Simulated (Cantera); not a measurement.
**Low-pressure radical oxidation in H2/O2**

An isothermal, constant-pressure homogeneous reactor starts with H₂ : O₂ : N₂ = 0.017 : 1 : 1.5 (molar parts), equivalence ratio 0.0085, at 1325 K and 10.5 Torr.

Computed with Cantera and the H2/O2 subset of GRI-Mech 3.0, which has no nitrogen chemistry. Radical loss at walls, strong at low pressure, is not modelled.

```tsv
t (s)	x H₂	x O₂	x H	x H₂O₂	x HO₂
2.00e-6	0.00675	0.397	4.32e-11	<1e-12	4.40e-11
1.26e-5	0.00675	0.397	2.50e-10	<1e-12	2.77e-10
7.95e-5	0.00675	0.397	1.02e-9	<1e-12	1.75e-9
0.000501	0.00675	0.397	3.46e-9	4.03e-12	1.10e-8
0.00316	0.00675	0.397	4.55e-7	1.19e-10	7.34e-8
0.0199	4.37e-5	0.391	0.000347	8.84e-9	3.72e-7
0.126	3.47e-5	0.392	0.000244	8.35e-9	3.35e-7
0.793	1.19e-5	0.394	4.73e-5	5.78e-9	1.95e-7
5.00	9.29e-7	0.395	1.01e-6	1.31e-9	3.73e-8
```
x: mole fraction; the columns are a selection and need not sum to one.

Equilibrium at this temperature and pressure: H₂ 1.23e-8, O₂ 0.395, H 1.54e-9, H₂O₂ 3.33e-11, HO₂ 6.80e-9 (gas phase only).
